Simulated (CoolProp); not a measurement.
Vapour pressure (bar) of dimethyl carbonate: the reference equation beside estimates from Tc = 557.0 K, pc = 49.09 bar, ω = 0.346.

The numbers come from the reference Helmholtz-energy equation of state, Zhou 2011 in CoolProp.

| T (K) | reference | Lee-Kesler | Soave-Redlich-Kwong | Peng-Robinson |
|---|---|---|---|---|
| 423.4 | ? | 5.107 | 5.113 | 5.062 |
| 432.5 | ? | ? | 6.258 | 6.188 |
| 441.6 | 7.413 | 7.559 | 7.590 | 7.497 |
| 450.7 | 8.885 | 9.073 | 9.125 | 9.007 |
| 459.8 | ? | 10.80 | 10.88 | 10.74 |
| 468.9 | 12.48 | 12.76 | 12.88 | 12.71 |
| 478 | 14.65 | 14.98 | 15.15 | 14.95 |
| 487.2 | 17.13 | 17.50 | 17.73 | 17.50 |
| 496.3 | 19.88 | 20.30 | 20.58 | 20.33 |
| 505.4 | 22.97 | ? | ? | 23.50 |
| 514.5 | 26.42 | 26.91 | 27.29 | 27.02 |

Problem. Complete the blanks.

Solution. 
- 423.4, reference: 5.030
- 432.5, reference: 6.134
- 432.5, Lee-Kesler: 6.243
- 459.8, reference: 10.57
- 505.4, Lee-Kesler: 23.43
- 505.4, Soave-Redlich-Kwong: 23.76

Absolute difference from the reference over all 11 rows, mean and median: Lee-Kesler 2.0 and 2.1 %, Soave-Redlich-Kwong 2.9 and 3.2 %, Peng-Robinson 1.7 and 1.8 %.
